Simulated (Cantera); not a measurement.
A closed system holds: 1 mol BF3, 0.059 mol O2, 12 mol N2, held at 1777 °C.

Method: chemical equilibrium by Gibbs-energy minimisation in Cantera with the NASA 1993 tables (ideal gas, pure condensed phases). Candidate condensed phases: B, BN, B2O3; 31 gas species. The numbers say what is thermodynamically allowed, not how fast it happens.

At 1.00 bar, list the 5 most abundant gas species with their mole fractions, and the condensed phases.

N2 0.918, BF3 0.0761, O2 0.00366, NO 0.00125, F 0.000783. Condensed: gas only.
